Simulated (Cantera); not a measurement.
A Cantera script and its output.

```python
import numpy as np
import cantera as ct

gas = ct.Solution("gri30.yaml")
gas.TPX = 1073, 1333, {'H2': 0.22, 'O2': 1}
reactor = ct.IdealGasConstPressureReactor(gas, energy="off", clone=False)
net = ct.ReactorNet([reactor])
net.rtol, net.atol = 1e-08, 1e-18
show = ['H2', 'O2', 'O', 'H2O', 'H', 'OH', 'H2O2']
times = np.geomspace(8e-06, 10, 12)

steps = ct.SolutionArray(gas, extra=["t"])
rows = []
print(f"{'t/s':>10s}{'T/K':>9s}{'P/Pa':>11s}" + "".join(f"{s:>11s}" for s in show))
for t in times:
    while net.time < t:
        t_next = net.step()
        steps.append(gas.state, t=t_next)
    rows.append([np.interp(t, steps.t, y) for y in (steps.T, steps.P, *steps(*show).X.T)])
    print(f"{t:10.3e}{rows[-1][0]:9.1f}{rows[-1][1]:11.4g}" + "".join(f"{x:11.3e}" for x in rows[-1][2:]))
rate = np.gradient(steps.T, steps.t)
print("integrator steps:", len(steps.t))
if steps.T.max() > steps.T[0] + 200:
    print(f"time of steepest temperature rise: {steps.t[rate.argmax()]:.4e} s")
gas.TPX = 1073, 1333, {'H2': 0.22, 'O2': 1}
gas.equilibrate("TP")
print(f"equilibrium (TP): T = {gas.T:.1f} K  " + "  ".join(f"{s} {gas[s].X[0]:.3e}" for s in show))
```

Output:

```
       t/s      T/K       P/Pa         H2         O2          O        H2O          H         OH       H2O2
 8.000e-06   1073.0       1333  1.803e-01  8.197e-01  2.867e-12  3.233e-13  7.110e-11  2.675e-12  1.260e-15
 2.867e-05   1073.0       1333  1.803e-01  8.197e-01  3.331e-11  1.218e-11  2.426e-10  2.668e-11  1.615e-14
 1.027e-04   1073.0       1333  1.803e-01  8.197e-01  3.592e-10  3.646e-10  9.479e-10  2.115e-10  2.076e-13
 3.680e-04   1073.0       1333  1.803e-01  8.197e-01  6.825e-09  1.497e-08  1.144e-08  3.320e-09  2.694e-12
 1.319e-03   1073.0       1333  1.803e-01  8.196e-01  1.477e-05  3.882e-05  2.383e-05  7.072e-06  1.563e-10
 4.725e-03   1073.0       1333  7.113e-03  7.406e-01  4.638e-02  1.503e-01  4.991e-02  5.637e-03  2.670e-07
 1.693e-02   1073.0       1333  1.959e-03  7.880e-01  1.171e-02  1.894e-01  6.062e-03  2.899e-03  4.080e-07
 6.067e-02   1073.0       1333  1.306e-04  8.008e-01  7.665e-04  1.975e-01  9.511e-05  7.074e-04  3.029e-07
 2.174e-01   1073.0       1333  8.949e-06  8.017e-01  5.628e-05  1.981e-01  1.894e-06  1.925e-04  1.066e-07
 7.789e-01   1073.0       1333  1.075e-06  8.018e-01  7.391e-06  1.982e-01  9.013e-08  6.991e-05  3.318e-08
 2.791e+00   1073.0       1333  1.919e-07  8.018e-01  1.397e-06  1.982e-01  7.389e-09  3.036e-05  1.032e-08
 1.000e+01   1073.0       1333  4.235e-08  8.018e-01  3.177e-07  1.982e-01  8.003e-10  1.446e-05  3.142e-09
integrator steps: 1837
equilibrium (TP): T = 1073.0 K  H2 1.284e-09  O2 8.018e-01  O 9.713e-09  H2O 1.982e-01  H 4.377e-12  OH 2.526e-06  H2O2 1.380e-10
```

Cantera simulation using GRI-Mech 3.0 (53 species, 325 reactions); the numbers are that mechanism's predictions, not measurements. Radical loss at walls, strong at low pressure, is not modelled. The temperature is held fixed by assumption; the heat of reaction is taken as removed at once.
